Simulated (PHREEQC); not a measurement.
A PHREEQC input (ion-association model, wateq4f.dat):

```
SOLUTION 1
  temp 27
  units mg/L
  pH 7.62
  pe 9.8
  Na 40.9
  K 136 charge
  Ca 64
  Mg 39.4
  Cl 150
  S(6) 80.5 as SO4
  Alkalinity 344 as HCO3
  Zn 17.6
END
USE solution 1
EQUILIBRIUM_PHASES 1
  CO2(g) -2 10
END
```

The run finishes without an error or a warning.

Its last state differs from that of the intended input:

```tsv
quantity	as run	intended
ionic strength (mol/kgw)	0.0145	0.0148
KSO4- (mol/kgw)	8.18e-6	1.01e-5
```

Task: One thing in the input isn't as intended. What explains the difference?

Result: This is not unique; one that fits is The fault: charge balance asked on the minor ion K. The line should read `K 136` where the input has `K 136 charge`.
